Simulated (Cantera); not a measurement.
An isothermal, constant-pressure homogeneous reactor starts with 88.5 % NH3, 11.5 % H2, at 1975 K and 0.0240 bar.

Computed with Cantera and the gas-phase N/H chemistry of the illustrative SiF4/NH3 mechanism in the Surface Chemkin manual (1991). Walls and surfaces, which speed up NH3 decomposition in real reactors, are not modelled.

x: mole fraction; the columns are a selection and need not sum to one.

```json
[
 {"t (s)": "2.00e-6", "x NH3": "0.885", "x H2": "0.115", "x H": "2.30e-7", "x N2": "<1e-12", "x N2H2": "<1e-12", "x N": "<1e-12"},
 {"t (s)": "5.97e-6", "x NH3": "0.885", "x H2": "0.115", "x H": "3.93e-7", "x N2": "<1e-12", "x N2H2": "<1e-12", "x N": "<1e-12"},
 {"t (s)": "1.78e-5", "x NH3": "0.885", "x H2": "0.115", "x H": "(withheld)", "x N2": "<1e-12", "x N2H2": "1.15e-11", "x N": "<1e-12"},
 {"t (s)": "5.32e-5", "x NH3": "0.885", "x H2": "0.115", "x H": "1.11e-6", "x N2": "9.51e-12", "x N2H2": "2.88e-10", "x N": "<1e-12"},
 {"t (s)": "0.000159", "x NH3": "0.885", "x H2": "0.115", "x H": "2.66e-6", "x N2": "1.54e-9", "x N2H2": "5.33e-9", "x N": "2.08e-11"},
 {"t (s)": "0.000475", "x NH3": "0.885", "x H2": "0.115", "x H": "7.30e-6", "x N2": "1.45e-7", "x N2H2": "7.33e-8", "x N": "1.16e-9"},
 {"t (s)": "0.00142", "x NH3": "0.884", "x H2": "0.115", "x H": "2.09e-5", "x N2": "8.03e-6", "x N2H2": "8.91e-7", "x N": "3.18e-8"},
 {"t (s)": "0.00423", "x NH3": "0.882", "x H2": "0.116", "x H": "5.12e-5", "x N2": "0.000279", "x N2H2": "7.13e-6", "x N": "3.13e-7"},
 {"t (s)": "0.0126", "x NH3": "0.873", "x H2": "0.123", "x H": "6.57e-5", "x N2": "0.00257", "x N2H2": "1.10e-5", "x N": "5.05e-7"},
 {"t (s)": "0.0377", "x NH3": "0.846", "x H2": "0.143", "x H": "7.64e-5", "x N2": "0.00976", "x N2H2": "1.04e-5", "x N": "5.59e-7"},
 {"t (s)": "0.113", "x NH3": "0.772", "x H2": "0.197", "x H": "0.000107", "x N2": "0.0295", "x N2H2": "8.94e-6", "x N": "6.78e-7"},
 {"t (s)": "0.336", "x NH3": "0.598", "x H2": "0.325", "x H": "0.000187", "x N2": "0.0757", "x N2H2": "6.00e-6", "x N": "8.63e-7"},
 {"t (s)": "1.00", "x NH3": "(withheld)", "x H2": "(withheld)", "x H": "(withheld)", "x N2": "(withheld)", "x N2H2": "(withheld)", "x N": "1.03e-6"},
 {"t (s)": "3.00", "x NH3": "0.0753", "x H2": "0.709", "x H": "0.000769", "x N2": "0.215", "x N2H2": "4.13e-7", "x N": "1.04e-6"}
]
```

**Question.** Some entries are withheld; supply them.

**Answer.** 
- 1.78e-5, x H: 5.85e-7
- 1.00, x NH3: 0.314
- 1.00, x H2: 0.534
- 1.00, x H: 0.000373
- 1.00, x N2: 0.151
- 1.00, x N2H2: 2.46e-6
